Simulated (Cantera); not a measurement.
**Equilibrium for fluorocarbon and chlorocarbon gases: CH3F + H2**

Input: 1 mol CH3F, 0.038 mol H2, held at 2375 K and 1.33 mbar.

Equilibrium computed with Cantera from the NASA thermochemical tables; the gas is ideal and each condensed phase is pure. Candidate condensed phases: C, C6H6, C7H8, C8H18; 95 gas species. Rates play no part.

```
Property                Result
-------------------  ---------
x(HF)                    0.435
x(H2)                    0.338
x(H)                     0.224
x(C2H2 (acetylene))    0.00210
x(F)                  0.000429
x(C2H)                 7.57e-5
x(C3)                  4.80e-5
x(C)                   2.04e-5
x(CF)                  9.33e-6
n(C(graphite))       0.990 mol
gas amount           2.297 mol
```
